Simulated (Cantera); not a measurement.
What does this Cantera script print?

```python
import numpy as np
import cantera as ct

gas = ct.Solution("gri30.yaml")
gas.TPX = 450, 13332, {'CH4': 1, 'H2': 0.32, 'O2': 1.8, 'N2': 6.77}
flame = ct.FreeFlame(gas, width=0.16)
flame.set_refine_criteria(ratio=3, slope=0.08, curve=0.16)
flame.transport_model = "mixture-averaged"
flame.solve(loglevel=0, auto=True)
z, T = flame.grid, flame.T
thick = (T[-1] - T[0]) / np.gradient(T, z).max()
show = ['CH4', 'H2', 'O2', 'CH2', 'NO2', 'C2H4']
print(f"laminar burning velocity  {flame.velocity[0] * 100:.3f} cm/s")
print(f"burnt temperature         {T[-1]:.1f} K")
print(f"thermal thickness         {thick * 1e3:.4f} mm")
print(f"grid points               {len(z)}")
z0 = z[flame.heat_release_rate.argmax()]
print(f"{'z/mm':>9s}{'T/K':>9s}{'u/(m/s)':>9s}" + "".join(f"{s:>11s}" for s in show))
rows = []
for k in (-3, -2, -1.5, -1, -0.5, -0.25, 0, 0.25, 0.5, 1, 2, 4, 8):
    zz = z0 + k * thick
    rows.append([k * thick, np.interp(zz, z, T), np.interp(zz, z, flame.velocity),
                 *(np.interp(zz, z, flame.X[gas.species_index(s)]) for s in show)])
    print(f"{rows[-1][0] * 1e3:9.3f}{rows[-1][1]:9.1f}{rows[-1][2]:9.3f}" + "".join(f"{x:11.3e}" for x in rows[-1][3:]))
```

Result:

```
laminar burning velocity  128.405 cm/s
burnt temperature         2225.6 K
thermal thickness         1.9928 mm
grid points               165
     z/mm      T/K  u/(m/s)        CH4         H2         O2        CH2        NO2       C2H4
   -5.979    450.0    1.284  1.011e-01  3.263e-02  1.819e-01  2.183e-18  6.142e-13  1.198e-10
   -3.986    450.4    1.287  1.010e-01  3.352e-02  1.818e-01  1.724e-14  2.625e-11  6.135e-09
   -2.989    453.6    1.298  1.006e-01  3.508e-02  1.814e-01  2.065e-11  3.820e-10  1.265e-07
   -1.993    502.0    1.443  9.792e-02  3.924e-02  1.785e-01  1.327e-08  3.415e-09  5.824e-06
   -0.996    895.7    2.619  7.387e-02  4.778e-02  1.508e-01  7.158e-07  1.679e-09  1.722e-04
   -0.498   1313.2    3.894  4.189e-02  5.196e-02  1.096e-01  1.805e-05  2.822e-09  5.077e-04
    0.000   1696.7    5.092  1.191e-02  5.077e-02  6.057e-02  7.634e-05  1.744e-09  4.284e-04
    0.498   1873.3    5.644  1.459e-03  4.298e-02  2.901e-02  3.870e-05  3.821e-10  5.427e-05
    0.996   1915.5    5.766  9.975e-05  3.696e-02  1.580e-02  4.352e-06  2.197e-10  1.795e-06
    1.993   1934.5    5.801  3.166e-07  3.488e-02  9.302e-03  1.761e-08  2.435e-10  8.723e-10
    3.986   1950.3    5.830  3.349e-11  3.579e-02  7.772e-03  2.320e-12  2.610e-10  1.317e-14
    7.971   1970.2    5.879  1.200e-14  3.579e-02  7.161e-03  1.252e-15  2.930e-10  1.955e-18
   15.943   2001.2    5.958  2.081e-16  3.519e-02  6.400e-03  1.954e-16  3.640e-10  6.662e-24
```

Computed with Cantera and GRI-Mech 3.0 (53 species, 325 reactions). Burning velocities carry a grid error of a few per cent, more on coarse grids.
